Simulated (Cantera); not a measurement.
A closed system holds: 1 mol Ti(OiPr)4, 0.59 mol C3H8, 2.8 mol H2, equilibrated at 60.0 Pa.

Cantera equilibrium calculation (NASA polynomials, part measured and part estimated; ideal gas, pure solids and liquids). Candidate condensed phases: C, C6H6, C7H8, C8H18, H2O, Ti, TiC, TiO, TiO2, Ti2O3, Ti3O5, Ti4O7; 113 gas species. The feed counts by its element totals alone. TiC: taken at fixed stoichiometry. Rates play no part.

Over these rows the condensed part is C(graphite) + TiC(s). Partial pressures as log10 of bar:

```csv
T (K),1000/T (1/K),log p C2H2 (acetylene),log p H2,log p CO,log p H
1650,0.6061,-7.65,-3.31,-3.99,-5.69
1750,0.5714,-7.25,-3.31,-3.99,-5.29
1850,0.5405,-6.90,-3.31,-3.99,-4.93
1950,0.5128,-6.59,-3.32,-3.99,-4.60
2050,0.4878,?,-3.35,-4.00,-4.32
2150,0.4651,-6.09,-3.38,-4.02,-4.06
```

Task: Fit log p(C2H2 (acetylene)) = a + b·(1000/T) to the five rows, give the apparent enthalpy, and predict the row at 2050 K.

Result: Means: 1000/T = 0.5392, log p = -6.896. Sxy = -0.129650, Sxx = 0.0117019, so b = -11.08 and a = -6.896 − (-11.08)×0.5392 = -0.92.
Apparent enthalpy: −19.145 × (-11.08) = 212 kJ/mol. With the condensed phases at unit activity, 2 C(graphite) + H2(g) = C2H2 (acetylene)(g) links this pressure to the main gases: over the six rows their terms move log p by -0.07 in all, so the slope is close to that reaction's ΔH°. The five rows lie within 0.02 of the line.
Prediction at 2050 K: -0.92 + (-11.08)×0.4878 = -6.32. The computed value is -6.32, 0.00 from the line.
